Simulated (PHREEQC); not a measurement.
0.2 mol of Fluorite (CaF2) is brought to equilibrium with 1 kg of water holding 5.2 mmol/kgw LiCl, at several temperatures. Oxygen is held at 0.21 atm. CO2 from the air is kept out. Only these solids could form: Fluorite, Portlandite.

Computed with PHREEQC (ion-association model, wateq4f.dat).

```tsv
T (°C)	pH	dissolved Ca (mol/kgw)	dissolved F (mol/kgw)
10	7.33	0.000186	0.000371
15.3	7.24	0.000197	0.000394
20.7	7.16	0.000208	0.000417
26	7.08	0.000219	0.000438
31.3	7.01	0.000229	0.000459
36.7	6.94	0.000240	0.000479
42	6.88	0.000249	0.000498
47.3	6.82	0.000258	0.000516
52.7	6.77	0.000267	0.000533
58	6.72	0.000274	0.000549
63.3	6.67	0.000282	0.000563
68.7	6.63	0.000288	0.000577
74	6.60	0.000294	0.000589
79.3	6.56	0.000300	0.000600
84.7	6.53	0.000305	0.000610
90	6.50	0.000309	0.000618
```

At this temperature some constants are extrapolated from 25 °C, and those without enthalpy data are left unchanged.
